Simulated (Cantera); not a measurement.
Hydrocarbon pyrolysis for carbon deposition

An isothermal, constant-pressure homogeneous reactor starts with 40.0 % C₃H₈, 60.0 % H₂, at 1525 K and 0.0267 bar.

Detailed kinetics in Cantera: GRI-Mech 3.0 (53 species, 325 reactions). GRI-Mech 3.0 was tuned for natural gas; its chemistry of propane as a main component is partial and can be far from experiment. GRI-Mech 3.0 stops at C3 and has no aromatics, soot or wall deposition, so with more carbon than oxygen in the feed, carbon stays in small species such as C2H2 where larger ones or solid carbon would form. Radical loss at walls, strong at low pressure, is not modelled.

```tsv
t (s)	x C₃H₈	x H₂	x CH₃	x C₂H	x H	x CH₂
2.00e-5	0.391	0.597	0.00494	<1e-12	0.000127	4.56e-7
4.78e-5	0.372	0.590	0.0136	8.19e-12	0.000261	4.06e-6
0.000114	0.307	0.567	0.0285	5.32e-10	0.000531	1.13e-5
0.000274	0.158	0.518	0.0328	1.59e-8	0.000890	1.36e-5
0.000654	0.0264	0.483	0.0170	1.28e-7	0.00103	7.07e-6
0.00156	0.00123	0.496	0.00497	1.58e-7	0.000526	1.72e-6
0.00374	3.11e-5	0.515	0.00178	9.18e-8	0.000215	3.90e-7
0.00894	3.59e-7	0.530	0.000794	5.37e-8	0.000103	1.03e-7
0.0214	3.50e-8	0.544	0.000408	3.41e-8	5.56e-5	3.15e-8
0.0511	1.32e-8	0.560	0.000295	3.02e-8	4.27e-5	1.76e-8
0.122	9.65e-9	0.578	0.000318	4.00e-8	4.96e-5	2.10e-8
0.292	9.71e-9	0.591	0.000363	5.20e-8	6.08e-5	2.80e-8
0.699	8.26e-9	0.602	0.000347	5.48e-8	6.41e-5	2.78e-8
1.67	5.51e-9	0.622	0.000304	5.85e-8	6.90e-5	2.55e-8
4.00	2.45e-9	0.653	0.000233	6.63e-8	7.90e-5	2.17e-8
```
x: mole fraction; the columns are a selection and need not sum to one.

Equilibrium at this temperature and pressure: C₃H₈ 1.19e-11, H₂ 0.723, CH₃ 1.92e-5, C₂H 1.02e-7, H 0.000124, CH₂ 2.82e-9 (gas phase only).
